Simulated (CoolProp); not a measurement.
The numbers come from the reference Helmholtz-energy equation of state, Penoncello 2003 in CoolProp.

Question: For CHF3 (R23), give the phase and the Joule-Thomson coefficient (K/MPa), Prandtl number at -1.65 °C and 76.4 kPa; -1.65 °C and 620 kPa; -1.65 °C and 2980 kPa.

Answer: 
- -1.65 °C and 76.4 kPa: gas; Joule-Thomson coefficient 17.0, Prandtl number 0.783
- -1.65 °C and 620 kPa: gas; Joule-Thomson coefficient 17.3, Prandtl number 0.816
- -1.65 °C and 2980 kPa: liquid; Joule-Thomson coefficient 0.584, Prandtl number 2.11

Viscosity comes from a separate model (Shan 2000). Thermal conductivity comes from a separate model (Shan 2000).
